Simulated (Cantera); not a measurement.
A closed system holds: 1 mol SiHCl3, 4 mol H2, at 627 °C and 54.0 mbar.

Cantera equilibrium calculation (NASA polynomials, part measured and part estimated; ideal gas, pure solids and liquids). Candidate condensed phases: Si; 19 gas species. The tables' values for SiCl3 are old estimates; treat these amounts as uncertain. Rates play no part.

Q: What is the equilibrium state?

A: 
- x(H2): 0.841
- x(SiCl4): 0.118
- x(SiHCl3): 0.0302
- x(HCl): 0.00932
- x(SiH2Cl2): 0.000734
- x(SiCl3): 0.000589
- x(SiCl2): 0.000140
- x(SiH3Cl): 4.35e-6
- n(Si(s)): 0.220 mol
- gas amount: 5.222 mol
